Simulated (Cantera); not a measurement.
**Ignition delay**

Mixture: CH4 : O2 : N2 = 1 : 1.54 : 5.78 (molar parts), at 4.93 atm, adiabatic and at constant volume. Ignition delay is the time to a rise of 400 K.

Cantera simulation using GRI-Mech 3.0 (53 species, 325 reactions); the numbers are that mechanism's predictions, not measurements.

| T0 (K) | delay (ms) |
|---|---|
| 1125 | 30.0 |
| 1225 | 7.86 |
| 1325 | 2.32 |
| 1425 | 0.760 |
| 1525 | 0.272 |
| 1625 | 0.107 |
| 1725 | 0.0466 |

```
Item                                                    Result
--------------------------------------------------  ----------
apparent activation energy between 1525 and 1725 K  190 kJ/mol
```
